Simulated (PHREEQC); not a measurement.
## Reverse-osmosis permeate: speciation

A made-up water analysis in mg/L, 25 °C, pH 5.81, pe 10.4:

```tsv
constituent	mg/L
Na	1.42
K	2.53
Ca	0.031
Mg	0.135
Cl	1.99
S(6) as SO4	1.63
Alkalinity as HCO3	3.01
Pb	0.117
Si as SiO2	0.0335
O(0) (dissolved oxygen)	0.0211
```

Valence states are taken as typed.

All values are PHREEQC results (ion-association model, wateq4f.dat), not measurements.

```json
{
 "ionic_strength": "0.000165 mol/kgw",
 "charge_balance_error": "0.3 %"
}
```

```json
[
 {"species": "CO2", "molality": "0.000174", "activity": "0.000174", "log γ": "0.000"},
 {"species": "K+", "molality": "6.47e-5", "activity": "6.37e-5", "log γ": "-0.006"},
 {"species": "Na+", "molality": "6.18e-5", "activity": "6.09e-5", "log γ": "-0.006"},
 {"species": "Cl-", "molality": "5.61e-5", "activity": "5.53e-5", "log γ": "-0.006"},
 {"species": "HCO3-", "molality": "5.08e-5", "activity": "5.01e-5", "log γ": "-0.006"},
 {"species": "SO4-2", "molality": "1.69e-5", "activity": "1.60e-5", "log γ": "-0.026"},
 {"species": "Mg+2", "molality": "5.53e-6", "activity": "5.21e-6", "log γ": "-0.026"},
 {"species": "H+", "molality": "1.57e-6", "activity": "1.55e-6", "log γ": "-0.006"},
 {"species": "Ca+2", "molality": "7.71e-7", "activity": "7.26e-7", "log γ": "-0.026"},
 {"species": "O2", "molality": "6.59e-7", "activity": "6.59e-7", "log γ": "0.000"},
 {"species": "H4SiO4", "molality": "5.57e-7", "activity": "5.57e-7", "log γ": "0.000"},
 {"species": "Pb+2", "molality": "5.20e-7", "activity": "4.90e-7", "log γ": "-0.026"},
 {"species": "PbHCO3+", "molality": "1.98e-8", "activity": "1.95e-8", "log γ": "-0.006"},
 {"species": "MgSO4", "molality": "1.95e-8", "activity": "1.95e-8", "log γ": "0.000"},
 {"species": "PbCO3", "molality": "1.29e-8", "activity": "1.29e-8", "log γ": "0.000"}
]
```

Precipitation was switched off in this run.
